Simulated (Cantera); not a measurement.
Input (Python, Cantera):

```python
import numpy as np
import cantera as ct

gas = ct.Solution("gri30.yaml")
gas.TPX = 423, 88000, {'CH4': 1, 'C2H6': 0.076, 'O2': 1.51, 'N2': 5.68}
flame = ct.FreeFlame(gas, width=0.044)
flame.set_refine_criteria(ratio=3, slope=0.08, curve=0.16)
flame.transport_model = "mixture-averaged"
flame.solve(loglevel=0, auto=True)
z, T = flame.grid, flame.T
thick = (T[-1] - T[0]) / np.gradient(T, z).max()
show = ['CH4', 'C2H6', 'O2', 'CO2', 'O', 'C2H']
print(f"laminar burning velocity  {flame.velocity[0] * 100:.3f} cm/s")
print(f"burnt temperature         {T[-1]:.1f} K")
print(f"thermal thickness         {thick * 1e3:.4f} mm")
print(f"grid points               {len(z)}")
z0 = z[flame.heat_release_rate.argmax()]
print(f"{'z/mm':>9s}{'T/K':>9s}{'u/(m/s)':>9s}" + "".join(f"{s:>11s}" for s in show))
rows = []
for k in (-3, -2, -1.5, -1, -0.5, -0.25, 0, 0.25, 0.5, 1, 2, 4, 8):
    zz = z0 + k * thick
    rows.append([k * thick, np.interp(zz, z, T), np.interp(zz, z, flame.velocity),
                 *(np.interp(zz, z, flame.X[gas.species_index(s)]) for s in show)])
    print(f"{rows[-1][0] * 1e3:9.3f}{rows[-1][1]:9.1f}{rows[-1][2]:9.3f}" + "".join(f"{x:11.3e}" for x in rows[-1][3:]))
```

Result:

```
laminar burning velocity  24.283 cm/s
burnt temperature         1994.3 K
thermal thickness         1.0164 mm
grid points               125
     z/mm      T/K  u/(m/s)        CH4       C2H6         O2        CO2          O        C2H
   -3.049    423.7    0.244  1.204e-01  9.160e-03  1.819e-01  5.909e-07  3.960e-17  2.421e-28
   -2.033    428.8    0.249  1.193e-01  9.104e-03  1.805e-01  8.009e-06  1.714e-14  5.333e-25
   -1.525    449.6    0.263  1.170e-01  9.012e-03  1.780e-01  5.746e-05  8.646e-13  1.687e-22
   -1.016    571.0    0.339  1.076e-01  8.598e-03  1.673e-01  6.257e-04  4.227e-10  1.455e-17
   -0.508   1029.1    0.628  7.384e-02  6.012e-03  1.215e-01  5.351e-03  9.270e-07  2.873e-11
   -0.254   1405.0    0.871  4.368e-02  2.985e-03  7.679e-02  1.188e-02  1.444e-05  8.498e-09
    0.000   1741.9    1.094  1.540e-02  4.223e-04  3.107e-02  2.105e-02  5.804e-05  3.770e-07
    0.254   1902.8    1.200  4.274e-03  2.803e-05  8.622e-03  2.858e-02  4.583e-05  1.114e-06
    0.508   1955.7    1.233  1.799e-03  4.103e-06  2.375e-03  3.294e-02  1.873e-05  9.793e-07
    1.016   1983.8    1.250  8.500e-04  5.008e-07  2.764e-04  3.674e-02  4.091e-06  5.067e-07
    2.033   1994.2    1.256  5.631e-04  9.100e-08  1.501e-05  3.875e-02  1.045e-06  2.095e-07
    4.065   1996.7    1.258  4.339e-04  2.850e-08  8.636e-07  3.939e-02  4.743e-07  9.630e-08
    8.131   1996.3    1.259  2.907e-04  9.921e-09  3.291e-07  3.940e-02  3.600e-07  4.406e-08
```

Model: GRI-Mech 3.0 (53 species, 325 reactions), integrated in Cantera. Burning velocities carry a grid error of a few per cent, more on coarse grids.
